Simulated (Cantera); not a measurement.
# Adiabatic ignition

An adiabatic, constant-volume homogeneous reactor starts with CO : H₂ : O₂ : N₂ = 1 : 0.28 : 1.41 : 5.29 (molar parts), at 1000 K and 101000 Pa.

Detailed kinetics in Cantera: GRI-Mech 3.0 (53 species, 325 reactions).

| t (s) | T (K) | P (bar) | x CO | x H₂ | x O₂ | x H₂O₂ | x O | x NO₂ | x NO |
|---|---|---|---|---|---|---|---|---|---|
| 3.00e-6 | 1000 | 1.01 | 0.125 | 0.0351 | 0.177 | <1e-12 | 6.60e-11 | <1e-12 | <1e-12 |
| 8.46e-6 | 1000 | 1.01 | 0.125 | 0.0351 | 0.177 | <1e-12 | 1.71e-10 | <1e-12 | <1e-12 |
| 2.38e-5 | 1000 | 1.01 | 0.125 | 0.0351 | 0.177 | <1e-12 | 5.09e-10 | <1e-12 | <1e-12 |
| 6.72e-5 | 1000 | 1.01 | 0.125 | 0.0351 | 0.177 | 4.51e-12 | 2.60e-9 | <1e-12 | <1e-12 |
| 0.000189 | 1000 | 1.01 | 0.125 | 0.0351 | 0.177 | 4.26e-10 | 8.01e-8 | <1e-12 | <1e-12 |
| 0.000534 | 1470 | 1.46 | 0.0947 | 0.00176 | 0.142 | 1.51e-6 | 0.0117 | 2.01e-9 | 1.79e-6 |
| 0.00151 | 2427 | 2.28 | 0.00668 | 0.000304 | 0.105 | 1.03e-7 | 0.00220 | 7.08e-7 | 0.000690 |
| 0.00424 | 2425 | 2.27 | 0.00652 | 0.000298 | 0.104 | 1.02e-7 | 0.00213 | 2.44e-6 | 0.00239 |
| 0.0120 | 2418 | 2.27 | 0.00632 | 0.000290 | 0.102 | 9.98e-8 | 0.00204 | 6.21e-6 | 0.00609 |
| 0.0337 | 2408 | 2.26 | 0.00608 | 0.000281 | 0.100 | 9.66e-8 | 0.00192 | 1.10e-5 | 0.0108 |
| 0.0950 | 2404 | 2.25 | 0.00599 | 0.000277 | 0.0992 | 9.54e-8 | 0.00187 | 1.28e-5 | 0.0126 |
| 0.268 | 2404 | 2.25 | 0.00599 | 0.000277 | 0.0992 | 9.54e-8 | 0.00187 | 1.28e-5 | 0.0126 |
| 0.755 | 2404 | 2.25 | 0.00599 | 0.000277 | 0.0992 | 9.54e-8 | 0.00187 | 1.28e-5 | 0.0126 |
| 2.13 | 2404 | 2.25 | 0.00599 | 0.000277 | 0.0992 | 9.54e-8 | 0.00187 | 1.28e-5 | 0.0126 |
| 6.00 | 2404 | 2.25 | 0.00599 | 0.000277 | 0.0992 | 9.54e-8 | 0.00187 | 1.28e-5 | 0.0126 |
x: mole fraction; the columns are a selection and need not sum to one.

The time of steepest temperature rise comes out as 0.522 ms and the temperature at 6.00 s comes out as 2404 K. The equilibrium temperature is 2404 K and the x(CO) at 6.00 s comes out as 0.00599 (gas-phase equilibrium 0.00599). The x(H₂) at 6.00 s is 0.000277 (gas-phase equilibrium 0.000277) and the x(O₂) at 6.00 s is 0.0992 (gas-phase equilibrium 0.0992).
